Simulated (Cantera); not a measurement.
Input: 1 mol CH₃SiCl₃, 0.12 mol C₂H₂, 1.6 mol H₂, equilibrated at 0.00250 bar.

Cantera equilibrium calculation (NASA polynomials, part measured and part estimated; ideal gas, pure solids and liquids). Candidate condensed phases: C, C₆H₆, C₇H₈, C₈H₁₈, Si, SiC; 109 gas species. The feed counts by its element totals alone. Gases not in the tables: Si₂H₆ and higher silanes. Rates play no part.

**Question.** Which condensed phases are stable at each of these points (T (K)): 1823, 1923, 2023, 2123, 2223, 2323, 2423, 2523?

**Answer.** 
| T (K) | condensed phases | Si condensed (%) |
|---|---|---|
| 1823 | C(graphite) + SiC(s) | 74.8 |
| 1923 | C(graphite) + SiC(s) | 69.9 |
| 2023 | C(graphite) + SiC(s) | 64.9 |
| 2123 | C(graphite) + SiC(s) | 58.2 |
| 2223 | C(graphite) + SiC(s) | 44.0 |
| 2323 | C(graphite) | 0.0 |
| 2423 | C(graphite) | 0.0 |
| 2523 | C(graphite) | 0.0 |

From 1823 K to 2223 K the condensed part is C(graphite) + SiC(s). From 2323 K to 2523 K the condensed part is C(graphite).
